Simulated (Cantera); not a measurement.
An isothermal plug-flow reactor at 675 K and 1.01 bar (inlet), inlet velocity 1.8 m/s, active area per volume 850 1/m; feed CO : O2 : N2 : H2O = 0.0023 : 0.024 : 0.79 : 0.0075 (molar parts), equivalence ratio 0.048.

Cantera simulation using Deutschmann's 1995 Pt surface mechanism with GRI-Mech 3.0 gas chemistry; the numbers are that mechanism's predictions, not measurements. Catalytic surfaces can have several steady states; this one follows from the mechanism file's or the stated starting coverage. Mass transfer to the wall is taken as infinitely fast.

One state of this run: x CO = 0.000938; x O2 = 0.0282; x H2O = 0.00911; x CO2 = 0.00186; θ free Pt = 0.0125; θ O* = 0.985; θ OH* = 0.00248; θ CO* = 0.000394. x: gas mole fraction; θ: surface coverage.

Which value of z (m) does it belong to?
(A) 0.00026
(B) 0.016
(C) 0.002
(D) 0.00073

B, 0.016
